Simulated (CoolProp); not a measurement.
Octamethyltrisiloxane (MDM) along the isotherm 575 K: fugacity coefficient from the reference equation and from simpler models built on Tc = 565.4 K, pc = 14.38 bar, ω = 0.528; each cubic takes its own stable root.

Values from CoolProp's reference Helmholtz-energy equation of state, Thol 2017.

```
p (bar)          phase  reference
-------  -------------  ---------
2.16               gas     0.9534
4.31               gas     0.9073
6.47               gas     0.8612
8.63               gas     0.8151
10.8               gas     0.7684
12.9               gas     0.7222
15.1     supercritical     0.6715
17.3     supercritical     0.6146
19.4     supercritical     0.5640
21.6     supercritical     0.5206
```

**Question.** How far does each simpler model (Redlich-Kwong, Peng-Robinson) lie from the reference over these 10 states: mean and median of the absolute difference, and the worst?

**Answer.** 
- Redlich-Kwong: mean 0.4 %, median 0.4 %, worst -0.5 % at 575 K and 17.3 bar
- Peng-Robinson: mean 2.1 %, median 2.2 %, worst -2.9 % at 575 K and 15.1 bar
